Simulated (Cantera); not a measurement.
A closed system holds: 1 mol toluene, 0.014 mol NH3, 31 mol N2, equilibrated at 94.0 bar.

Equilibrium computed with Cantera from the NASA thermochemical tables; the gas is ideal and each condensed phase is pure. Candidate condensed phases: C, C6H6, C7H8, C8H18; 92 gas species. The ideal-gas law is rough above about 30 bar. The numbers say what is thermodynamically allowed, not how fast it happens. All values below are at 2573 K.

Base state: N2 0.871, H2 0.0984, HCN 0.0248, HNC 0.00314, C2H2 (acetylene) 0.00144, H 0.00111, CH4 0.000122, C2N2 0.000103 (mole fractions); condensed: C(graphite).

Q: What changes in the equilibrium state with this change: NH3 from 0.014 to 1.4 mol?

A: 
```json
[
 {"species": "N2", "before": "0.871", "after": "0.822"},
 {"species": "H2", "before": "0.0984", "after": "0.142"},
 {"species": "HCN", "before": "0.0248", "after": "0.0288"},
 {"species": "CH4", "before": "0.000122", "after": "0.000252"},
 {"species": "C2H4", "before": "7.51e-6", "after": "1.55e-5"},
 {"species": "CH3", "before": "2.43e-5", "after": "4.20e-5"},
 {"species": "CH3CN", "before": "1.36e-5", "after": "2.27e-5"},
 {"species": "NH3", "before": "2.62e-5", "after": "4.38e-5"},
 {"species": "C(graphite), mol", "before": "5.91", "after": "5.59"}
]
```
